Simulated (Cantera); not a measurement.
## Gas activation for diamond growth

An isothermal, constant-pressure homogeneous reactor starts with CH₄ : H₂ = 0.014 : 1 (molar parts), at 2200 K and 0.0263 atm.

Computed with Cantera and GRI-Mech 3.0 (53 species, 325 reactions). GRI-Mech 3.0 stops at C3 and has no aromatics, soot or wall deposition, so with more carbon than oxygen in the feed, carbon stays in small species such as C2H2 where larger ones or solid carbon would form. Radical loss at walls, strong at low pressure, is not modelled.

| t (s) | x CH₄ | x H₂ | x C₂H₆ | x H | x C₂H₂ | x CH₃ |
|---|---|---|---|---|---|---|
| 3.00e-5 | 0.0138 | 0.986 | 3.03e-10 | 9.31e-5 | 3.32e-11 | 3.59e-5 |
| 7.05e-5 | 0.0137 | 0.986 | 1.85e-9 | 0.000230 | 8.88e-10 | 7.23e-5 |
| 0.000166 | 0.0136 | 0.986 | 1.02e-8 | 0.000552 | 2.41e-8 | 0.000157 |
| 0.000389 | 0.0134 | 0.985 | 4.96e-8 | 0.00130 | 6.82e-7 | 0.000349 |
| 0.000915 | 0.0130 | 0.983 | 1.98e-7 | 0.00303 | 1.66e-5 | 0.000770 |
| 0.00215 | 0.0116 | 0.980 | 5.17e-7 | 0.00673 | 0.000254 | 0.00153 |
| 0.00505 | 0.00789 | 0.976 | 4.84e-7 | 0.0122 | 0.00189 | 0.00187 |
| 0.0119 | 0.00303 | 0.975 | 9.69e-8 | 0.0165 | 0.00475 | 0.000976 |
| 0.0279 | 0.000816 | 0.972 | 8.50e-9 | 0.0202 | 0.00617 | 0.000323 |
| 0.0656 | 0.000213 | 0.969 | 6.66e-10 | 0.0237 | 0.00657 | 9.92e-5 |
| 0.154 | 5.87e-5 | 0.966 | 5.78e-11 | 0.0275 | 0.00666 | 3.18e-5 |
| 0.362 | 1.91e-5 | 0.962 | 7.06e-12 | 0.0314 | 0.00668 | 1.18e-5 |
| 0.851 | 1.11e-5 | 0.960 | 2.70e-12 | 0.0337 | 0.00668 | 7.42e-6 |
| 2.00 | 1.05e-5 | 0.959 | 2.48e-12 | 0.0340 | 0.00668 | 7.12e-6 |
x: mole fraction; the columns are a selection and need not sum to one.

Equilibrium at this temperature and pressure: CH₄ 1.06e-5, H₂ 0.959, C₂H₆ 2.50e-12, H 0.0340, C₂H₂ 0.00668, CH₃ 7.15e-6 (gas phase only).
